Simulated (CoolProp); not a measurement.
Values from CoolProp's reference Helmholtz-energy equation of state, de Reuck 1990.

Task: For fluorine, give the phase and the cv (kJ/(kg K)) at -2.45 °C and 9.36 bar; -2.45 °C and 65.5 bar.

Result: 
- -2.45 °C and 9.36 bar: gas; cv 0.593
- -2.45 °C and 65.5 bar: supercritical; cv 0.605
